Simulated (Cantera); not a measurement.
**Halide evaporation, hydrolysis and transport: FeCl2 + O2 + H2 + H2O**

A closed system holds: 1 mol FeCl2, 0.042 mol O2, 75 mol H2, 0.047 mol H2O, held at 10000 Pa.

These are equilibrium values from Cantera (NASA tables, ideal gas, pure condensed phases), not measurements of a reactor. Candidate condensed phases: Fe, FeCl2, FeCl3, FeO, Fe(OH)2, Fe(OH)3, Fe2O3, Fe3O4, H2O; 22 gas species. Condensed phases not in the tables: FeOCl. Kinetics and transport are ignored.

```
T (K)   x H2    x HCl       x H      x Fe    x H2O   x FeCl2      x Cl    x FeCl  n Fe(α)  n FeCl2(s)  n Fe(γ)  n Fe(l)
-----  -----  -------  --------  --------  -------  --------  --------  --------  -------  ----------  -------  -------
623    0.992  0.00580    <1e-12    <1e-12  0.00174   2.55e-7    <1e-12    <1e-12    0.218       0.782        0        0
823    0.972   0.0262  2.29e-11    <1e-12  0.00172   4.16e-5    <1e-12    <1e-12    0.997           0        0        0
1023   0.972   0.0260   1.29e-8    <1e-12  0.00172  0.000137  3.19e-10    <1e-12    0.990           0        0        0
1223   0.972   0.0258   9.38e-7   1.06e-9  0.00172  0.000274   2.14e-8  4.90e-11        0           0    0.979        0
1423   0.972   0.0254   2.07e-5   2.67e-7  0.00172  0.000431   4.44e-7   4.52e-9        0           0    0.967        0
1623   0.972   0.0251  0.000216   1.67e-5  0.00172  0.000594   4.38e-6   1.33e-7        0           0    0.954        0
1823   0.971   0.0248   0.00135  0.000407  0.00172  0.000738   2.63e-5   1.78e-6        0           0        0    0.913
2023   0.962   0.0244   0.00589   0.00471  0.00171  0.000790  0.000111   1.27e-5        0           0        0    0.578
2223   0.941   0.0247    0.0196    0.0125  0.00168  0.000319  0.000374   2.35e-5        0           0        0        0
```
x: gas mole fraction; n: condensed amount in mol.

At 623 K the condensed part is Fe(α) + FeCl2(s). From 823 K to 1023 K the condensed part is Fe(α). From 1223 K to 1623 K the condensed part is Fe(γ). From 1823 K to 2023 K the condensed part is Fe(l). At 2223 K nothing is condensed. The main Fe-bearing gas is FeCl2 at 623 K and Fe at 2223 K. The share of Fe in condensed phases is highest at 623 K (100.0 %) and lowest at 2223 K (0.0 %).
